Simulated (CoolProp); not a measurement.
Vapour-liquid equilibrium of R125 (1) + R134a (2) at 260.6 K; x and y are mole fractions of (1).

Values from CoolProp's multi-fluid Helmholtz-energy mixture model, Lemmon 2005 and Tillner-Roth 1994; pair parameters Lemmon 2004.

```csv
x,bubble pressure (MPa),y at the bubble point,dew pressure at overall composition x (MPa),liquid density (mol/L)
0.05,0.1949,0.112,0.1871,13.00
0.2,0.2354,0.369,0.2072,12.75
0.35,0.2748,0.552,0.2318,12.51
0.5,0.3135,0.690,0.2625,12.26
0.65,0.3518,0.801,0.3013,12.02
0.8,0.3901,0.894,0.3513,11.78
0.95,0.4287,0.975,0.4161,11.54
```

No azeotrope shows between x = 0.05 and 0.95.

The pair parameters rest on a limited set of measurements; away from them the model extrapolates.
